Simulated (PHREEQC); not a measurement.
Dissolve 0.0022 mol/kgw ZnSO4 and 0.2 mol/kgw FeSO4 at 25 °C. Closed to the air; pH follows from the charge balance.

The numbers come from PHREEQC with the ion-association model, wateq4f.dat.

```tsv
quantity	before	after
pH	5.82	6.21
ionic strength (mol/kgw)	0.409	0.00699
ZnSO4 (mol/kgw)	0.000883	3.75e-6
SI of Melanterite (FeSO4:7H2O)	-1.02	-3.61
SI of Zincite(c) (ZnO)	-3.24	-3.60
```

### Question
Which change was made?
(A) temperature from 25 to 65 °C
(B) diluted 100-fold with water
(C) temperature from 25 to 45 °C

### Answer
B, diluted 100-fold with water

No solid was allowed to form.
